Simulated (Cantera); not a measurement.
# Boron, boron nitride and boron oxide: B₂H₆ + N₂ + H₂

Feed: 1 mol B₂H₆, 2.3 mol N₂, 190 mol H₂, equilibrated at 2000 °C and 10000 Pa.

Equilibrium computed with Cantera from the NASA thermochemical tables; the gas is ideal and each condensed phase is pure. Candidate condensed phases: B, BN; 15 gas species. The feed counts by its element totals alone. The tables' values for BH₂ are old estimates; treat these amounts as uncertain. Gases not in the tables: B₂H₆ and higher boranes. The numbers say what is thermodynamically allowed, not how fast it happens.

```yaml
x(H₂): 0.960
x(H): 0.0260
x(N₂): 0.0116
x(BH₂): 0.00178
x(B): 7.20e-5
x(BH): 2.11e-5
x(BH₃): 1.98e-5
x(BN): 1.43e-6
n(B(s)): 1.63 mol
gas_amount: 197.9 mol
```
